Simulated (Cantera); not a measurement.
An isothermal, constant-pressure homogeneous reactor starts with 97.4 % N₂O, 2.63 % H₂O, at 1400 K and 10.00 Torr.

Detailed kinetics in Cantera: GRI-Mech 3.0 (53 species, 325 reactions). GRI-Mech 3.0 was tuned for natural gas; its chemistry of N2O as a main component is partial and can be far from experiment. Radical loss at walls, strong at low pressure, is not modelled. The temperature is held fixed by assumption; the heat of reaction is taken as removed at once.

x: mole fraction; the columns are a selection and need not sum to one.

| t (s) | x N₂O | x H₂O | x H₂ | x NO | x H₂O₂ |
|---|---|---|---|---|---|
| 2.00e-5 | 0.974 | 0.0263 | <1e-12 | 3.54e-8 | <1e-12 |
| 9.86e-5 | 0.974 | 0.0263 | <1e-12 | 7.76e-7 | <1e-12 |
| 0.000486 | 0.974 | 0.0263 | 7.20e-11 | 1.21e-5 | 1.65e-11 |
| 0.00240 | 0.973 | 0.0263 | 1.06e-8 | 9.39e-5 | … |
| 0.0118 | 0.970 | 0.0262 | 2.77e-7 | 0.000490 | … |
| 0.0584 | 0.954 | 0.0261 | 7.05e-7 | 0.00230 | … |
| 0.288 | 0.881 | 0.0254 | 3.88e-7 | 0.0106 | … |
| 1.42 | 0.611 | 0.0230 | 3.39e-7 | 0.0416 | … |
| 7.00 | 0.138 | 0.0189 | 5.24e-7 | 0.0951 | 5.85e-10 |

Problem. Complete the blanks.

Solution. 
- 0.00240, x H₂O₂: 3.40e-9
- 0.0118, x H₂O₂: 1.31e-7
- 0.0584, x H₂O₂: 6.64e-8
- 0.288, x H₂O₂: 1.70e-8
- 1.42, x H₂O₂: 2.60e-9
